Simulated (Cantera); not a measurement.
Charge: 1 mol Si₂H₆, 15 mol H₂O, at 6900 Pa.

These are equilibrium values from Cantera (NASA tables, ideal gas, pure condensed phases), not measurements of a reactor. Candidate condensed phases: H₂O, Si, SiO₂; 18 gas species. The feed counts by its element totals alone. The tables hold silica as quartz up to 1696 K and as liquid above; real silica turns to tridymite and cristobalite and melts near 1996 K. Rates play no part.

Which condensed phases are stable at each of these points (T (°C)): 375, 425, 475, 525, 575, 625, 675, 725, 775, 825, 875?


| T (°C) | condensed phases | Si condensed (%) |
|---|---|---|
| 375 | SiO₂(α-quartz) | 100.0 |
| 425 | SiO₂(α-quartz) | 100.0 |
| 475 | SiO₂(α-quartz) | 100.0 |
| 525 | SiO₂(α-quartz) | 100.0 |
| 575 | SiO₂(β-quartz) | 100.0 |
| 625 | SiO₂(β-quartz) | 100.0 |
| 675 | SiO₂(β-quartz) | 100.0 |
| 725 | SiO₂(β-quartz) | 100.0 |
| 775 | SiO₂(β-quartz) | 100.0 |
| 825 | SiO₂(β-quartz) | 100.0 |
| 875 | SiO₂(β-quartz) | 100.0 |

From 375 °C to 525 °C the condensed part is SiO₂(α-quartz). From 575 °C to 875 °C the condensed part is SiO₂(β-quartz).
